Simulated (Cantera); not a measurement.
A closed system holds: 1 mol V₂O₅, 270 mol H₂, at 1.00 bar.

Equilibrium computed with Cantera from the NASA thermochemical tables; the gas is ideal and each condensed phase is pure. Candidate condensed phases: H₂O, V, VO, V₂O₃, V₂O₄, V₂O₅; 12 gas species. VO: taken at fixed stoichiometry. Kinetics and transport are ignored.

Task: Which condensed phases are stable at each of these points (T (°C)): 1677, 1702, 1727, 1752, 1777, 1802, 1827, 1852?

Result: 
```json
[
 {"T (°C)": "1677", "condensed phases": "VO(s)", "V condensed (%)": "100.0"},
 {"T (°C)": "1702", "condensed phases": "VO(s)", "V condensed (%)": "99.9"},
 {"T (°C)": "1727", "condensed phases": "VO(s)", "V condensed (%)": "99.9"},
 {"T (°C)": "1752", "condensed phases": "VO(s)", "V condensed (%)": "99.9"},
 {"T (°C)": "1777", "condensed phases": "VO(s)", "V condensed (%)": "99.8"},
 {"T (°C)": "1802", "condensed phases": "VO(l)", "V condensed (%)": "99.8"},
 {"T (°C)": "1827", "condensed phases": "VO(l)", "V condensed (%)": "99.7"},
 {"T (°C)": "1852", "condensed phases": "VO(l)", "V condensed (%)": "99.6"}
]
```

From 1677 °C to 1777 °C the condensed part is VO(s). From 1802 °C to 1852 °C the condensed part is VO(l).
